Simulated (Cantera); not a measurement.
Cantera run:

```python
import numpy as np
import cantera as ct

gas_names = """
    Cu CuF CuF2 CuO Cu2 F FO FO2 F2 F2O H HF HNO HNO2 HNO3 HOF HO2 H2 H2F2 H2O H2O2 H3F3 H4F4 H5F5 H6F6
    H7F7 N NF NF2 NF3 NH NH2 NH3 NH2OH NO NO2 NO3 N2 N2H2 N2H4 N2O O OH O2 O3
""".split()
cond_names = """
    Cu(cr) Cu(L) CuF2(s) CuF2(L) CuO(s) CuO2H2(s) Cu2O(s) Cu2O(L) H2O(s) H2O(L)
""".split()


def load(file, names, dense=False):
    # The tables refer to 1 bar. Condensed volumes are neglected.
    table = {s.name: s for s in ct.Species.list_from_file(file)}
    out = []
    for n in names:
        d = dict(table[n].input_data)
        d["thermo"] = dict(d["thermo"], **{"reference-pressure": 1e5})
        if dense:
            d["equation-of-state"] = {"model": "constant-volume", "density": "1e6 g/cm^3"}
        out.append(ct.Species.from_dict(d))
    return out


gas = ct.Solution(thermo="ideal-gas", species=load("nasa_gas.yaml", gas_names))
cond = {s.name: ct.Solution(thermo="fixed-stoichiometry", species=[s], name=s.name)
        for s in load("nasa_condensed.yaml", cond_names, dense=True)}
atoms = {
    'CuO': {'Cu': 1, 'O': 1},
    'NF3': {'N': 1, 'F': 3},
    'H2': {'H': 2},
    'HF': {'H': 1, 'F': 1},
}
top_T = {'CuO(s)': 1390}  # K; cautious upper limits of use, not melting points


def equilibrate(T, P, feed):
    n = {}
    for name, mol in feed.items():
        for a, k in atoms[name].items():
            n[a] = n.get(a, 0.0) + k * mol
    gas.TPX = T, P, n
    mass = sum(n.values()) * gas.mean_molecular_weight
    gas.equilibrate("TP")
    valid = [c for c in cond.values() if c.min_temp <= T <= top_T.get(c.name, c.max_temp)]
    mix = ct.Mixture([(gas, mass / gas.mean_molecular_weight)] + [(c, 0.0) for c in valid])
    mix.T, mix.P = T, P
    mix.equilibrate("TP", solver="vcs", rtol=1e-11, max_steps=5000)
    return mix


results = []
feed = {'CuO': 1, 'NF3': 15, 'H2': 23, 'HF': 49}  # mol
T = 1848.15  # K
for P in [1, 3.6, 13, 46, 170, 600, 2200, 7700, 28000, 100000]:
    mix = equilibrate(T, P, feed)
    results.append((T, P, feed, dict(zip(mix.species_names, mix.species_moles))))
    x = sorted(zip(gas.X, gas.species_names), reverse=True)
    print(f"T = {T:g} K  P = {P:g} Pa  gas = {mix.phase_moles(0):.4g} mol")
    print("   x: " + "  ".join(f"{s} {v:.3e}" for v, s in x if v > 0.001))
    print("   condensed (mol): " + ("  ".join(f"{mix.phase(i).name} {mix.phase_moles(i):.4g}"
          for i in range(1, mix.n_phases) if mix.phase_moles(i) > 1e-12) or "none"))
```

Output:

```
T = 1848.15 K  P = 1 Pa  gas = 103.9 mol
   x: HF 9.036e-01  N2 7.214e-02  Cu 9.210e-03  H 5.169e-03  O 2.793e-03  O2 2.169e-03  H2O 1.675e-03  F 1.039e-03
   condensed (mol): none
T = 1848.15 K  P = 3.6 Pa  gas = 103.5 mol
   x: HF 9.064e-01  N2 7.236e-02  Cu 8.863e-03  H2O 2.983e-03  H 2.632e-03  O2 2.195e-03  O 1.481e-03
   condensed (mol): none
T = 1848.15 K  P = 13 Pa  gas = 103.3 mol
   x: HF 9.079e-01  N2 7.252e-02  Cu 8.111e-03  H2O 4.219e-03  O2 2.009e-03  CuF 1.567e-03  H 1.221e-03
   condensed (mol): none
T = 1848.15 K  P = 46 Pa  gas = 103.1 mol
   x: HF 9.084e-01  N2 7.266e-02  Cu 6.815e-03  H2O 5.387e-03  CuF 2.880e-03  O2 1.689e-03
   condensed (mol): none
T = 1848.15 K  P = 170 Pa  gas = 102.9 mol
   x: HF 9.083e-01  N2 7.280e-02  H2O 6.614e-03  Cu 4.998e-03  CuF 4.713e-03  O2 1.250e-03
   condensed (mol): none
T = 1848.15 K  P = 600 Pa  gas = 102.8 mol
   x: HF 9.080e-01  N2 7.292e-02  H2O 7.699e-03  CuF 6.509e-03  Cu 3.216e-03
   condensed (mol): none
T = 1848.15 K  P = 2200 Pa  gas = 102.7 mol
   x: HF 9.076e-01  N2 7.302e-02  H2O 8.548e-03  CuF 7.939e-03  Cu 1.792e-03
   condensed (mol): none
T = 1848.15 K  P = 7700 Pa  gas = 102.6 mol
   x: HF 9.075e-01  N2 7.308e-02  H2O 9.075e-03  CuF 8.795e-03
   condensed (mol): none
T = 1848.15 K  P = 28000 Pa  gas = 102.5 mol
   x: HF 9.073e-01  N2 7.312e-02  H2O 9.393e-03  CuF 9.254e-03
   condensed (mol): none
T = 1848.15 K  P = 100000 Pa  gas = 102.5 mol
   x: HF 9.073e-01  N2 7.315e-02  H2O 9.576e-03  CuF 9.433e-03
   condensed (mol): none
```

Method: chemical equilibrium by Gibbs-energy minimisation in Cantera with the NASA 1993 tables (ideal gas, pure condensed phases).
